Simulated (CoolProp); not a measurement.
n-octane along the isobar 8.47 MPa: Z from the reference equation and from simpler models built on Tc = 295.6 °C, pc = 2.484 MPa, ω = 0.398; each cubic takes its own stable root.

Values from CoolProp's reference Helmholtz-energy equation of state, Beckmüller 2019.

```json
[
 {"T (°C)": "114.15", "phase": "liquid", "reference": "0.4726", "Soave-Redlich-Kwong": "0.5397", "Peng-Robinson": "0.4798"},
 {"T (°C)": "131.85", "phase": "liquid", "reference": "0.4627", "Soave-Redlich-Kwong": "0.5273", "Peng-Robinson": "0.4686"},
 {"T (°C)": "149.55", "phase": "liquid", "reference": "0.4543", "Soave-Redlich-Kwong": "0.5172", "Peng-Robinson": "0.4594"},
 {"T (°C)": "167.25", "phase": "liquid", "reference": "0.4476", "Soave-Redlich-Kwong": "0.5092", "Peng-Robinson": "0.4523"},
 {"T (°C)": "184.85", "phase": "liquid", "reference": "0.4423", "Soave-Redlich-Kwong": "0.5033", "Peng-Robinson": "0.4472"},
 {"T (°C)": "202.55", "phase": "liquid", "reference": "0.4386", "Soave-Redlich-Kwong": "0.4996", "Peng-Robinson": "0.4441"},
 {"T (°C)": "220.25", "phase": "liquid", "reference": "0.4364", "Soave-Redlich-Kwong": "0.4981", "Peng-Robinson": "0.4432"},
 {"T (°C)": "237.95", "phase": "liquid", "reference": "0.4360", "Soave-Redlich-Kwong": "0.4991", "Peng-Robinson": "0.4445"},
 {"T (°C)": "255.65", "phase": "liquid", "reference": "0.4374", "Soave-Redlich-Kwong": "0.5026", "Peng-Robinson": "0.4484"}
]
```
